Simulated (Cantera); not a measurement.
Cantera run, input and output.

```python
import numpy as np
import cantera as ct

gas = ct.Solution("gri30.yaml")
gas.TPX = 1625, 23000, {'C3H8': 1, 'O2': 5.49, 'N2': 20.7}
reactor = ct.IdealGasReactor(gas, energy="on", clone=False)
net = ct.ReactorNet([reactor])
net.rtol, net.atol = 1e-08, 1e-16
show = ['C3H8', 'O2', 'CO2', 'CH4', 'C2H6', 'CH3']
times = np.geomspace(9e-06, 0.5, 15)

steps = ct.SolutionArray(gas, extra=["t"])
rows = []
print(f"{'t/s':>10s}{'T/K':>9s}{'P/Pa':>11s}" + "".join(f"{s:>11s}" for s in show))
for t in times:
    while net.time < t:
        t_next = net.step()
        steps.append(gas.state, t=t_next)
    rows.append([np.interp(t, steps.t, y) for y in (steps.T, steps.P, *steps(*show).X.T)])
    print(f"{t:10.3e}{rows[-1][0]:9.1f}{rows[-1][1]:11.4g}" + "".join(f"{x:11.3e}" for x in rows[-1][2:]))
rate = np.gradient(steps.T, steps.t)
print("integrator steps:", len(steps.t))
if steps.T.max() > steps.T[0] + 200:
    print(f"time of steepest temperature rise: {steps.t[rate.argmax()]:.4e} s")
gas.TPX = 1625, 23000, {'C3H8': 1, 'O2': 5.49, 'N2': 20.7}
gas.equilibrate("UV")
print(f"equilibrium (UV): T = {gas.T:.1f} K  " + "  ".join(f"{s} {gas[s].X[0]:.3e}" for s in show))
```

It prints:

```
       t/s      T/K       P/Pa       C3H8         O2        CO2        CH4       C2H6        CH3
 9.000e-06   1607.6  2.282e+04  3.441e-02  2.009e-01  3.494e-06  3.102e-05  1.274e-05  2.065e-03
 1.964e-05   1594.7  2.275e+04  3.065e-02  1.988e-01  3.919e-05  1.828e-04  1.427e-04  4.363e-03
 4.286e-05   1602.4  2.317e+04  2.064e-02  1.908e-01  2.808e-04  1.080e-03  8.872e-04  6.530e-03
 9.353e-05   2558.4  4.069e+04  2.316e-22  5.282e-02  1.895e-02  5.797e-08  3.936e-15  4.665e-07
 2.041e-04   2631.6  4.171e+04  6.881e-47  4.223e-02  4.093e-02  1.120e-16  9.143e-32  2.379e-15
 4.454e-04   2717.2  4.282e+04  2.418e-46  4.090e-02  4.277e-02  1.993e-16  1.821e-31  3.779e-15
 9.721e-04   2788.9  4.372e+04  1.059e-45  3.892e-02  4.465e-02  3.625e-16  4.045e-31  6.140e-15
 2.121e-03   2800.4  4.383e+04  1.675e-45  3.684e-02  4.505e-02  4.331e-16  5.251e-31  7.019e-15
 4.629e-03   2797.8  4.377e+04  1.864e-45  3.537e-02  4.503e-02  4.522e-16  5.632e-31  7.193e-15
 1.010e-02   2797.2  4.375e+04  1.906e-45  3.507e-02  4.502e-02  4.562e-16  5.715e-31  7.229e-15
 2.205e-02   2797.2  4.375e+04  1.906e-45  3.506e-02  4.502e-02  4.563e-16  5.717e-31  7.230e-15
 4.811e-02   2797.2  4.375e+04  1.906e-45  3.506e-02  4.502e-02  4.563e-16  5.717e-31  7.230e-15
 1.050e-01   2797.2  4.375e+04  1.906e-45  3.506e-02  4.502e-02  4.563e-16  5.717e-31  7.230e-15
 2.291e-01   2797.2  4.375e+04  1.906e-45  3.506e-02  4.502e-02  4.563e-16  5.717e-31  7.230e-15
 5.000e-01   2797.2  4.375e+04  1.906e-45  3.506e-02  4.502e-02  4.563e-16  5.717e-31  7.230e-15
integrator steps: 1553
time of steepest temperature rise: 8.6557e-05 s
equilibrium (UV): T = 2797.2 K  C3H8 4.287e-45  O2 3.506e-02  CO2 4.502e-02  CH4 6.321e-16  C2H6 1.098e-30  CH3 1.002e-14
```

Detailed kinetics in Cantera: GRI-Mech 3.0 (53 species, 325 reactions). GRI-Mech 3.0 was tuned for natural gas; its chemistry of propane as a main component is partial and can be far from experiment.
